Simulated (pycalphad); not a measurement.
B-Ti solution, phase LIQUID, at 3427 °C; mixing quantities and activities refer to the pure elements in the same phase at that temperature, stable or not.

Source of the numbers: pycalphad with the COST 507 light-alloy database (1999); pressure 1 atm. No gas phase is included, though pure Ti would boil below 3427 °C. The database dates from 1999; later assessments differ in places, in temperatures and in the compounds included.

```
x(Ti)  ΔH mix (kJ/mol)  ΔG mix (kJ/mol)  excess S (J/mol/K)      a(B)     a(Ti)  stable as one phase?
-----  ---------------  ---------------  ------------------  --------  --------  --------------------
0.02             -5.70            -6.36               -0.64     0.983   7.65e-5                   yes
0.05            -14.15           -14.73               -1.50     0.961  0.000148                   yes
0.1             -27.58           -27.68               -2.67     0.912  0.000284                   yes
0.2             -49.99           -49.89               -4.19     0.688   0.00134                   yes
0.3             -64.24           -65.45               -4.75     0.374   0.00824                   yes
0.4             -69.45           -73.21               -4.58     0.152    0.0440                   yes
0.5             -66.35           -73.30               -3.89    0.0528     0.161                   yes
0.6             -56.76           -66.81               -2.88    0.0187     0.381                   yes
0.7             -43.09           -55.31               -1.78   0.00774     0.616                   yes
0.8             -27.84           -40.32               -0.79   0.00383     0.781                   yes
0.9             -13.09           -22.63               -0.12   0.00175     0.894                   yes
0.95             -6.32           -12.49                0.02  0.000832     0.947                   yes
0.98             -2.47            -5.60                0.03  0.000312     0.979                   yes
```
